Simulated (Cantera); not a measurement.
An adiabatic, constant-volume homogeneous reactor starts with CH4 : C2H6 : O2 : N2 = 1 : 0.065 : 4.74 : 17.8 (molar parts), equivalence ratio 0.47, at 1550 K and 1.00 atm.

Cantera simulation using GRI-Mech 3.0 (53 species, 325 reactions); the numbers are that mechanism's predictions, not measurements.

Predict: time of steepest temperature rise; temperature at 0.300 s; equilibrium temperature; x(O2) at 0.300 s; x(O) at 0.300 s; x(H2O2) at 0.300 s; x(HCO) at 0.300 s.


```
Item                                                                 Value
---------------------------------  ---------------------------------------
time of steepest temperature rise                                 0.182 ms
temperature at 0.300 s                                              2570 K
equilibrium temperature                                             2570 K
x(O2) at 0.300 s                     0.0953 (gas-phase equilibrium 0.0953)
x(O) at 0.300 s                    0.00484 (gas-phase equilibrium 0.00484)
x(H2O2) at 0.300 s                 2.75e-7 (gas-phase equilibrium 2.75e-7)
x(HCO) at 0.300 s                  1.32e-9 (gas-phase equilibrium 1.32e-9)
```
